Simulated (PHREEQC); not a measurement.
Solution (25 °C): 61 mmol/kgw Pb(NO3)2 and 1.9 mmol/kgw KNO3. Closed to the air; pH follows from the charge balance.

The numbers come from PHREEQC with the ion-association model, phreeqc.dat.

Task: The ionic strength comes out as 0.145 mol/kgw. What activity coefficients do PbNO3+, Pb+2, PbOH+, Pb2OH+3, H+ get?

Result: PbNO3+ 0.76, Pb+2 0.34, PbOH+ 0.76, Pb2OH+3 0.086, H+ 0.81.

This is a speciation only: nothing precipitates in the calculation.
